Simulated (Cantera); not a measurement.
A closed system holds: 1 mol SrCl₂, 1.1 mol HCl, 160 mol H₂, held at 8000 Pa.

Cantera equilibrium calculation (NASA polynomials, part measured and part estimated; ideal gas, pure solids and liquids). Candidate condensed phases: Sr, SrCl₂; 8 gas species. The numbers say what is thermodynamically allowed, not how fast it happens. All values below are at 1398 K.

Base state: H₂ 0.992, HCl 0.00682, SrCl₂ 0.00103, H 1.67e-5 (mole fractions); condensed: SrCl₂(l).

Q: What changes in the equilibrium state with this change: pressure from 8000 Pa to 0.850 Pa?

A: 
| species | before | after |
|---|---|---|
| H₂ | 0.992 | 0.985 |
| HCl | 0.00682 | 0.00683 |
| SrCl₂ | 0.00103 | 0.00611 |
| H | 1.67e-5 | 0.00161 |
| SrCl | 8.47e-8 | 4.85e-5 |
| SrCl₂(l), mol | 0.834 | 0 |
